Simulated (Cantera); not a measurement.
Mixture: CH3OH : O2 : N2 = 1 : 0.75 : 2.82 (molar parts), equivalence ratio 2.0, at 22.0 bar, adiabatic and at constant volume. Ignition delay is the time to a rise of 400 K.

Computed with Cantera and GRI-Mech 3.0 (53 species, 325 reactions). GRI-Mech 3.0 was tuned for natural gas; its chemistry of methanol as a main component is partial and can be far from experiment. The pressure lies above the range GRI-Mech 3.0 was tuned for (to about 10 atm).

### Question
What does this change do: constant pressure in place of constant volume?

### Answer
```tsv
quantity	before	after
delay at 1175 K	1.12 ms	1.14 ms
delay at 1375 K	54.3 µs	56.7 µs
delay at 1575 K	6.17 µs	6.81 µs
delay at 1775 K	1.27 µs	1.51 µs
delay at 1975 K	0.381 µs	0.494 µs
apparent activation energy between 1775 and 1975 K	170 kJ/mol	160 kJ/mol
```

### Question
What does this change do: O2 0.75 to 0.36 parts?

### Answer
```tsv
quantity	before	after
delay at 1175 K	1.12 ms	1.12 ms
delay at 1375 K	54.3 µs	53.8 µs
delay at 1575 K	6.17 µs	6.24 µs
delay at 1775 K	1.27 µs	1.39 µs
delay at 1975 K	0.381 µs	0.479 µs
apparent activation energy between 1775 and 1975 K	170 kJ/mol	150 kJ/mol
```
